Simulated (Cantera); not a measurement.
An adiabatic, constant-volume homogeneous reactor starts with C2H4 : O2 : N2 : H2O = 1 : 3.45 : 13.4 : 2.9 (molar parts), equivalence ratio 0.87, at 1275 K and 140000 Pa. Integrator tolerance rtol = 1e-08.

Cantera simulation using GRI-Mech 3.0 (53 species, 325 reactions); the numbers are that mechanism's predictions, not measurements. GRI-Mech 3.0 was tuned for natural gas; its chemistry of ethylene as a main component is partial and can be far from experiment.

Task: What does this change do: initial temperature 1275 to 1773 K?

Result: 
| quantity | before | after |
|---|---|---|
| time of steepest temperature rise | 0.122 ms | 9.37 µs |
| temperature at 0.500 s | 2717 K | 2865 K |
| equilibrium temperature | 2717 K | 2865 K |
| x(C2H4) at 0.500 s | <1e-12 (gas-phase equilibrium <1e-12) | <1e-12 (gas-phase equilibrium <1e-12) |
| x(O2) at 0.500 s | 0.0283 (gas-phase equilibrium 0.0283) | 0.0333 (gas-phase equilibrium 0.0333) |
| x(H2O) at 0.500 s | 0.208 (gas-phase equilibrium 0.208) | 0.188 (gas-phase equilibrium 0.188) |
| x(C2H2) at 0.500 s | <1e-12 (gas-phase equilibrium <1e-12) | <1e-12 (gas-phase equilibrium <1e-12) |
| x(H) at 0.500 s | 0.00367 (gas-phase equilibrium 0.00367) | 0.00916 (gas-phase equilibrium 0.00916) |

Task: What does this change do: O2 3.45 to 1.6 parts?

Result: 
```csv
quantity,before,after
time of steepest temperature rise,0.122 ms,0.140 ms
temperature at 0.500 s,2717 K,2240 K
equilibrium temperature,2717 K,2240 K
x(C2H4) at 0.500 s,<1e-12 (gas-phase equilibrium <1e-12),<1e-12 (gas-phase equilibrium <1e-12)
x(O2) at 0.500 s,0.0283 (gas-phase equilibrium 0.0283),4.87e-6 (gas-phase equilibrium 4.87e-6)
x(H2O) at 0.500 s,0.208 (gas-phase equilibrium 0.208),0.171 (gas-phase equilibrium 0.171)
x(C2H2) at 0.500 s,<1e-12 (gas-phase equilibrium <1e-12),<1e-12 (gas-phase equilibrium <1e-12)
x(H) at 0.500 s,0.00367 (gas-phase equilibrium 0.00367),0.00115 (gas-phase equilibrium 0.00115)
```
